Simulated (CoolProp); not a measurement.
Properties of sulfur hexafluoride at several states.

Model: reference Helmholtz-energy equation of state, Guder 2009, in CoolProp.

```
T (K)  p (MPa)   phase       Z  cv (kJ/(kg K))  expansivity (1/kK)  fugacity coefficient
-----  -------  ------  ------  --------------  ------------------  --------------------
296.9     6.24  liquid     [?]             [?]                 [?]                0.3219
421.7     0.38     gas  0.9873             [?]               2.489                0.9874
398.6   0.0108     gas  0.9996             [?]               2.513                0.9996
```

Question: Fill in the missing entries.

Answer: 
- 296.9, Z: 0.2521
- 296.9, cv (kJ/(kg K)): 0.6606
- 296.9, expansivity (1/kK): 5.174
- 421.7, cv (kJ/(kg K)): 0.7629
- 398.6, cv (kJ/(kg K)): 0.7390
